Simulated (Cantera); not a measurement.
**Boron, boron nitride and boron oxide: B2O3 + NH3**

Input: 1 mol B2O3, a varied amount of NH3, equilibrated at 1750 °C and 64.0 Pa.

Method: chemical equilibrium by Gibbs-energy minimisation in Cantera with the NASA 1993 tables (ideal gas, pure condensed phases). Candidate condensed phases: B, BN, B2O3, B3O3H3, H2O; 39 gas species. Rates play no part.

```csv
n(NH3) (mol),x H2,x B2O3,x N2,x HBO2,x BO,x H,x HBO,x B2O2
0.78,0.326,0.243,0.144,0.117,0.0704,0.0429,0.0377,0.0115
1.4,0.425,0.145,0.174,0.0954,0.0587,0.0490,0.0359,0.00798
2.1,0.486,0.0954,0.191,0.0788,0.0499,0.0523,0.0326,0.00577
2.8,0.522,0.0688,0.202,0.0672,0.0438,0.0542,0.0297,0.00445
3.4,0.544,0.0545,0.207,0.0597,0.0398,0.0554,0.0276,0.00368
4.1,0.563,0.0430,0.212,0.0528,0.0362,0.0563,0.0255,0.00303
4.8,0.577,0.0350,0.216,0.0474,0.0332,0.0570,0.0237,0.00256
5.4,0.587,0.0299,0.219,0.0436,0.0311,0.0575,0.0224,0.00225
6.1,0.597,0.0253,0.221,0.0398,0.0290,0.0580,0.0210,0.00195
6.7,0.603,0.0222,0.223,0.0370,0.0275,0.0583,0.0200,0.00175
7.4,0.610,0.0192,0.224,0.0343,0.0259,0.0586,0.0190,0.00156
```
x: gas mole fraction; nothing condenses.

From 0.78 mol NH3 to 7.4 mol NH3 nothing is condensed. The main B-bearing gas is B2O3 throughout.
